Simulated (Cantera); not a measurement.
Fe3O4 + H2 + H2O (hydrogen reduction and annealing atmospheres)

Charge: 1 mol Fe3O4, 0.93 mol H2, 1.8 mol H2O, at 1577 °C.

These are equilibrium values from Cantera (NASA tables, ideal gas, pure condensed phases), not measurements of a reactor. Candidate condensed phases: Fe, FeO, Fe(OH)2, Fe(OH)3, Fe2O3, Fe3O4, H2O; 12 gas species. Mutual solubility and eutectic melting of coexisting phases are not modelled. The tables' stoichiometric FeO is somewhat more stable than real wüstite, so its field is too wide. FeO: taken at fixed stoichiometry. The numbers say what is thermodynamically allowed, not how fast it happens.

From 0.000100 bar to 0.00270 bar the condensed part is FeO(l). From 0.0140 bar to 10.0 bar the condensed part is FeO(l) + Fe3O4(s). The main Fe-bearing gas is Fe at 0.000100 bar and Fe(OH)2 at 10.0 bar.

```json
[
 {"P (Pa)": "10", "x H2O": "0.878", "x H2": "0.0400", "x O2": "0.0346", "x OH": "0.0175", "x Fe": "0.0122", "x H": "0.0108", "x FeO": "0.00362", "n FeO(l)": "2.95", "n Fe3O4(s)": "0"},
 {"P (Pa)": "52", "x H2O": "0.937", "x H2": "0.0233", "x O2": "0.0223", "x OH": "0.0107", "x Fe": "0.00128", "x H": "0.00361", "x FeO": "0.000696", "n FeO(l)": "2.99", "n Fe3O4(s)": "0"},
 {"P (Pa)": "270", "x H2O": "0.962", "x H2": "0.0120", "x O2": "0.0170", "x OH": "0.00672", "x Fe": "0.000124", "x H": "0.00114", "x FeO": "0.000134", "n FeO(l)": "3.00", "n Fe3O4(s)": "0"},
 {"P (Pa)": "1400", "x H2O": "0.976", "x H2": "0.00616", "x O2": "0.0129", "x OH": "0.00418", "x Fe": "1.21e-5", "x H": "0.000357", "x FeO": "2.58e-5", "n FeO(l)": "2.97", "n Fe3O4(s)": "0.00980"},
 {"P (Pa)": "7200", "x H2O": "0.989", "x H2": "0.00624", "x O2": "0.00251", "x OH": "0.00186", "x Fe": "2.35e-6", "x H": "0.000159", "x FeO": "5.02e-6", "n FeO(l)": "2.79", "n Fe3O4(s)": "0.0709"},
 {"P (Pa)": "37000", "x H2O": "0.992", "x H2": "0.00626", "x O2": "0.000488", "x OH": "0.000821", "x Fe": "4.57e-7", "x H": "7.01e-5", "x FeO": "9.78e-7", "n FeO(l)": "2.75", "n Fe3O4(s)": "0.0834"},
 {"P (Pa)": "190000", "x H2O": "0.993", "x H2": "0.00627", "x O2": "9.50e-5", "x OH": "0.000362", "x Fe": "8.90e-8", "x H": "3.09e-5", "x FeO": "1.90e-7", "n FeO(l)": "2.74", "n Fe3O4(s)": "0.0861"},
 {"P (Pa)": "1000000", "x H2O": "0.993", "x H2": "0.00627", "x O2": "1.80e-5", "x OH": "0.000158", "x Fe": "1.69e-8", "x H": "1.35e-5", "x FeO": "3.62e-8", "n FeO(l)": "2.74", "n Fe3O4(s)": "0.0868"}
]
```
x: gas mole fraction; n: condensed amount in mol.
